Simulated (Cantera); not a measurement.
Gas mixture: C2H4 : N2 = 0.97 : 0.16 (molar parts), at 0.00336 atm, frozen composition.

Cantera's kinetic-theory transport with the Lennard-Jones parameters of GRI-Mech 3.0, ideal gas; thermal conductivity in the mixture-averaged form.

One state of this run: ρ (kg/m³) = 0.00127; cp (J/kg/K) = 2881; μ (µPa s) = 27.8; λ (mW/m/K) = 103; Pr = 0.775; D (cm²/s) O = 524; D (cm²/s) OH = 514; D (cm²/s) CH4 = 375. D: mixture-averaged diffusion coefficient of that species in the mixture.

Q: Which value of T (K) does it belong to?
A) 400
B) 800
C) 600
D) 900

A: D, 900
